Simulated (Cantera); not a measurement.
A counterflow diffusion flame at 2.70 bar, nozzles 20 mm apart: fuel side 96.1 % CO, 3.94 % H2 at 473 K, oxidiser side 21.0 % O2, 79.0 % N2 at 525 K, fuel mass flux 0.92 times the oxidiser's; mixture-averaged transport, no radiation.

Detailed kinetics in Cantera: GRI-Mech 3.0 (53 species, 325 reactions). The hydrogen kinetics of GRI-Mech 3.0 are dated; newer H2 mechanisms differ, most at raised pressure. The maximum strain rate includes the flame's own expansion and is several times the mean.

x: mole fraction; the columns are a selection and need not sum to one.

```tsv
oxidiser flux (kg/m²/s)	max strain (1/s)	mean strain (1/s)	T max (K)	peak x OH	peak x H	peak x NO	peak x CO
1.6	295	84.6	2279	0.00406	0.00290	[?]	0.962
2.4	433	127	2232	0.00418	0.00352	[?]	0.962
3.6	638	190	2183	0.00425	0.00424	[?]	0.962
5.3	925	280	2131	0.00426	0.00501	[?]	0.962
7.9	1360	417	2076	0.00424	0.00590	[?]	0.962
12	2030	634	2013	0.00412	0.00688	[?]	0.962
18	3000	951	1947	0.00392	0.00783	[?]	0.962
26	4260	1370	1882	0.00365	0.00864	[?]	0.962
39	6290	2060	1804	0.00328	0.00929	[?]	0.962
```

What belongs in the gaps?


- 1.6, peak x NO: 0.000424
- 2.4, peak x NO: 0.000296
- 3.6, peak x NO: 0.000210
- 5.3, peak x NO: 0.000154
- 7.9, peak x NO: 0.000116
- 12, peak x NO: 8.85e-5
- 18, peak x NO: 7.00e-5
- 26, peak x NO: 5.61e-5
- 39, peak x NO: 4.22e-5
